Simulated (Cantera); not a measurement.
Charge: 1 mol AlN, 9.3 mol N2, at 2273 K and 6.20 mbar.

These are equilibrium values from Cantera (NASA tables, ideal gas, pure condensed phases), not measurements of a reactor. Candidate condensed phases: Al, AlN; 5 gas species. Kinetics and transport are ignored.

**Question.** What is the equilibrium state?

**Answer.** 
```
Item                                  Value
--------------------------------  ---------
x(N2)                                 0.907
x(Al)                                0.0926
x(Al2)                              4.63e-6
gas amount                        10.80 mol
log10 activity of Al(l) (absent)      -1.97
```
